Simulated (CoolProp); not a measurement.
Properties of carbon monoxide along the isotherm 147.3 K (Tc = 132.9 K, pc = 3.498 MPa, ω = 0.050).

Values from CoolProp's reference Helmholtz-energy equation of state, Lemmon 2006. It is a short technical equation, of lower accuracy than the large ones.

| p (MPa) | phase | Z | speed of sound (m/s) | expansivity (1/kK) | fugacity coefficient |
|---|---|---|---|---|---|
| 1.75 | gas | 0.8675 | 232.6 | 10.44 | 0.8804 |
| 3.5 | supercritical | 0.7068 | 219.0 | 19.60 | 0.7661 |
| 5.25 | supercritical | 0.5031 | 217.6 | 50.26 | 0.6553 |
| 7 | supercritical | 0.4129 | ? | 34.48 | ? |
| 8.75 | supercritical | 0.4424 | 359.1 | 19.82 | 0.4907 |
| 10.5 | supercritical | 0.4907 | 411.8 | 14.47 | 0.4451 |
| 12.2 | supercritical | ? | 452.5 | ? | 0.4139 |
| 14 | supercritical | 0.5972 | 488.7 | 10.03 | 0.3900 |
| 15.7 | supercritical | 0.6497 | 518.6 | ? | 0.3735 |
| 17.5 | supercritical | 0.7050 | 547.0 | 7.997 | 0.3607 |

### Question
Fill in the missing entries.

### Answer

- 7, speed of sound (m/s): 286.5
- 7, fugacity coefficient: 0.5580
- 12.2, Z: 0.5418
- 12.2, expansivity (1/kK): 11.79
- 15.7, expansivity (1/kK): 8.887
